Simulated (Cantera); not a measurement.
A closed system holds: 1 mol SiCl4, 0.15 mol C2H4, a varied amount of H2, held at 2450 K and 36.0 mbar.

Method: chemical equilibrium by Gibbs-energy minimisation in Cantera with the NASA 1993 tables (ideal gas, pure condensed phases). Candidate condensed phases: C, C6H6, C7H8, C8H18, Si, SiC; 109 gas species. Gases not in the tables: Si2H6 and higher silanes. Equilibrium is a limit: real reactors are often held back by kinetics, nucleation or transport.

Which condensed phases are stable at each of these points (n(H2) (mol)): 1.4, 2, 3, 4.5, 6.6, 9.8, 15, 22, 32, 48?


| n(H2) (mol) | condensed phases | Si condensed (%) |
|---|---|---|
| 1.4 | C(graphite) | 0.0 |
| 2 | C(graphite) | 0.0 |
| 3 | C(graphite) + SiC(s) | 1.3 |
| 4.5 | C(graphite) + SiC(s) | 11.5 |
| 6.6 | SiC(s) | 12.3 |
| 9.8 | SiC(s) | 7.1 |
| 15 | gas only | 0.0 |
| 22 | gas only | 0.0 |
| 32 | gas only | 0.0 |
| 48 | gas only | 0.0 |

From 1.4 mol H2 to 2 mol H2 the condensed part is C(graphite). From 3 mol H2 to 4.5 mol H2 the condensed part is C(graphite) + SiC(s). From 6.6 mol H2 to 9.8 mol H2 the condensed part is SiC(s). From 15 mol H2 to 48 mol H2 nothing is condensed.
